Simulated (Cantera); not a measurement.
Charge: 1 mol B2O3, a varied amount of H2, 110 mol N2, equilibrated at 1950 K and 62.0 mbar.

These are equilibrium values from Cantera (NASA tables, ideal gas, pure condensed phases), not measurements of a reactor. Candidate condensed phases: B, BN, B2O3, B3O3H3, H2O; 39 gas species. Rates play no part.

x: gas mole fraction; nothing condenses.

```
n(H2) (mol)   x N2    x H2    x HBO   x HBO2    x B2O3      x H     x H2O
-----------  -----  ------  -------  -------  --------  -------  --------
6.6          0.934  0.0519      ___  0.00386   0.00430  0.00105  0.000333
10           0.908  0.0777      ___  0.00413   0.00368  0.00128  0.000446
15           0.872   0.113      ___  0.00429   0.00304  0.00155  0.000584
23           0.820   0.165      ___  0.00432   0.00237  0.00187  0.000756
36           0.747   0.238  0.00478  0.00412   0.00171  0.00225  0.000954
54           0.666   0.320  0.00493  0.00373   0.00119  0.00260   0.00113
83           0.566   0.420  0.00482  0.00313  0.000744  0.00298   0.00127
```

Problem. Complete the blanks.

Solution. 
- 6.6, x HBO: 0.00279
- 10, x HBO: 0.00334
- 15, x HBO: 0.00388
- 23, x HBO: 0.00439
